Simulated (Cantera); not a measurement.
A perfectly stirred reactor is fed with CH₄ : CO₂ : H₂ = 1 : 0.57 : 0.36 (molar parts), at 1.48 atm; it is held at 2200 K, and followed from long to short residence time.

Cantera simulation using GRI-Mech 3.0 (53 species, 325 reactions); the numbers are that mechanism's predictions, not measurements. GRI-Mech 3.0 stops at C3 and has no aromatics, soot or wall deposition, so with more carbon than oxygen in the feed, carbon stays in small species such as C2H2 where larger ones or solid carbon would form.

Task: Predict: x(CH₄) at τ = 1.10 s; x(CO₂) at τ = 1.10 s; x(H₂) at τ = 1.10 s; x(CH₂) at τ = 1.10 s; x(CH₄) at τ = 22.0 ms; x(CO₂) at τ = 22.0 ms; x(H₂) at τ = 22.0 ms; x(CH₂) at τ = 22.0 ms.

Result: 
```
Item                    Result
---------------------  -------
x(CH₄) at τ = 1.10 s   0.00154
x(CO₂) at τ = 1.10 s   7.27e-5
x(H₂) at τ = 1.10 s      0.608
x(CH₂) at τ = 1.10 s   1.48e-6
x(CH₄) at τ = 22.0 ms  0.00831
x(CO₂) at τ = 22.0 ms  0.00269
x(H₂) at τ = 22.0 ms     0.584
x(CH₂) at τ = 22.0 ms  7.79e-6
```
